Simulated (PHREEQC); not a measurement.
1.5 g of hydrous ferric oxide (600 m²/g; 0.2 weak and 0.005 strong sites per Fe, Dzombak-Morel constants, diffuse double layer) in 1 kg of water with 0.001 mol/kgw of an inert sodium salt and 1.2e-05 mol Na2SeO3, at 25 °C; the pH is set by adding NaOH or the inert anion's acid. No oxygen is let in. The system is closed to CO2. Precipitation was switched off in this run.

The series has 13 steps of pH, from 3 to 11.

All values are PHREEQC results (ion-association model, wateq4f.dat), not measurements.

Problem. Near which pH is half of the Se sorbed, and on which side is more sorbed?

Solution. Near pH 9.4, with more sorbed at lower pH.

The database's selenite sorption wasn't checked against measurements; a fall in acid may be a fault of its surface constants. The oxide is taken as insoluble; below pH 4 it would dissolve.
